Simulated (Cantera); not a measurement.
A perfectly stirred reactor is fed with CH4 : CO2 = 1 : 2.5 (molar parts), at 0.133 bar; it is held at 2075 K, and followed from long to short residence time.

Model: GRI-Mech 3.0 (53 species, 325 reactions), integrated in Cantera.

One state of this run: x CH4 = 0.00639; x CO2 = 0.132; x CH2CO = 3.72e-5; x C2H = 2.60e-6; x CO = 0.497; x H2O = 0.185; x OH = 0.000183. x: mole fraction; the columns are a selection and need not sum to one.

Q: Which value of τ (s) does it belong to?
A) 0.0034
B) 0.17
C) 0.0020
D) 0.055

A: D, 0.055
